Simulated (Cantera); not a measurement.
**Hydrogen reduction and annealing atmospheres: Nb2O5 + H2 + H2O**

A closed system holds: 1 mol Nb2O5, 6.3 mol H2, 1.7 mol H2O, at 1525 °C and 12.0 mbar.

Equilibrium computed with Cantera from the NASA thermochemical tables; the gas is ideal and each condensed phase is pure. Candidate condensed phases: H2O, Nb, NbO, NbO2, Nb2O5; 12 gas species. Condensed phases not in the tables: the oxides between NbO2 and Nb2O5. The numbers say what is thermodynamically allowed, not how fast it happens.

```yaml
x(H2): 0.785
x(H2O): 0.212
x(H): 0.00285
x(OH): 5.07e-5
x(NbO2): 8.01e-6
n(Nb2O5(l)): 1.000 mol
gas_amount: 8.012 mol
log10 activity of NbO2(s) (absent): -0.03
log10 activity of Nb(s) (absent): -4.40
```
